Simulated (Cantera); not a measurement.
Feed: 1 mol B, 1.7 mol NH3, 130 mol N2, at 2100 K and 10.0 mbar.

Cantera equilibrium calculation (NASA polynomials, part measured and part estimated; ideal gas, pure solids and liquids). Equilibrium is a limit: real reactors are often held back by kinetics, nucleation or transport.

```csv
species,before,after
N2,0.979,0.968
H,0.00408,0.0177
H2,0.0171,0.00997
B,1.45e-5,0.00404
BN,1.23e-6,0.000174
BH,3.06e-7,2.56e-5
BH2,3.08e-6,3.17e-5
"BN(s), mol",0.997,0
"B(l), mol",0,0.422
```
Gas species are given as mole fractions.

### Question
What was changed between the two runs?
A. NH3 from 1.7 to 0.57 mol
B. pressure from 10.0 mbar to 1.00 bar
C. temperature from 2100 K to 1398.15 K
D. temperature from 2100 K to 2423 K

### Answer
D, temperature from 2100 K to 2423 K. The tables' values for BH2 are old estimates; treat these amounts as uncertain
